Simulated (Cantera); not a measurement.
Input: 1 mol Si, 0.36 mol H₂O, 110 mol H₂, held at 0.300 Pa.

Method: chemical equilibrium by Gibbs-energy minimisation in Cantera with the NASA 1993 tables (ideal gas, pure condensed phases). Candidate condensed phases: H₂O, Si, SiO₂; 18 gas species. Equilibrium is a limit: real reactors are often held back by kinetics, nucleation or transport.

x: gas mole fraction; n: condensed amount in mol.

```csv
T (K),x H₂,x H,x Si,x SiO,n Si(s)
1373,0.995,0.00192,0.000129,0.00325,0.625
1398,0.994,0.00272,0.000260,0.00325,0.611
1423,0.992,0.00382,0.000509,0.00324,0.583
1448,0.990,0.00530,0.000975,0.00324,…
1473,0.988,0.00726,0.00182,0.00323,…
1498,0.984,0.00984,0.00335,0.00322,…
1523,0.978,0.0132,0.00566,0.00321,0
1548,0.974,0.0175,0.00566,0.00320,0
1573,0.968,0.0231,0.00565,0.00320,0
1598,0.961,0.0301,0.00563,0.00318,0
```

Q: Fill in the missing entries.

A: 
- 1448, n Si(s): 0.531
- 1473, n Si(s): 0.435
- 1498, n Si(s): 0.263
